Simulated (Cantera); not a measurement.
A freely propagating, adiabatic, planar premixed flame of 6.50 % CH4, 0.572 % C2H6, 19.5 % O2, 73.4 % N2, equivalence ratio 0.77, unburnt at 325 K and 2.37 atm; mixture-averaged transport, grid criteria slope 0.08 and curve 0.16, no radiation.

Computed with Cantera and GRI-Mech 3.0 (53 species, 325 reactions). Burning velocities carry a grid error of a few per cent, more on coarse grids.

x: mole fraction of selected species; z is measured from the peak of heat release.

```tsv
z (mm)	T (K)	u (m/s)	x CH4	x C2H6	x O2	x H	x HCN	x OH
-0.884	325	0.209	0.0650	0.00572	0.195	<1e-8	<1e-8	<1e-8
-0.589	329	0.211	0.0647	0.00571	0.195	<1e-8	<1e-8	<1e-8
-0.442	343	0.221	0.0639	0.00569	0.194	<1e-8	<1e-8	<1e-8
-0.295	442	0.285	0.0592	0.00549	0.186	<1e-8	1.13e-8	<1e-8
-0.147	877	0.571	0.0390	0.00372	0.149	2.94e-6	9.27e-8	4.25e-6
-0.0736	1261	0.825	0.0207	0.00160	0.113	7.63e-5	1.96e-7	8.32e-5
0	1623	1.06	0.00384	7.41e-5	0.0736	0.000705	3.31e-7	0.00133
0.0736	1771	1.15	0.000126	5.17e-8	0.0557	0.00117	1.87e-7	0.00384
0.147	1834	1.19	[?]	<1e-8	0.0506	[?]	[?]	[?]
0.295	1899	1.23	<1e-8	<1e-8	0.0473	0.000497	<1e-8	0.00395
0.589	1946	1.25	<1e-8	<1e-8	0.0457	0.000146	<1e-8	0.00283
1.18	1969	1.27	<1e-8	<1e-8	0.0451	[?]	<1e-8	[?]
2.36	1976	1.27	<1e-8	<1e-8	0.0450	1.16e-5	<1e-8	0.00129
```

Complete the blanks.


- 0.147, x CH4: 2.30e-6
- 0.147, x H: 0.000974
- 0.147, x HCN: 4.89e-8
- 0.147, x OH: 0.00440
- 1.18, x H: 3.24e-5
- 1.18, x OH: 0.00178
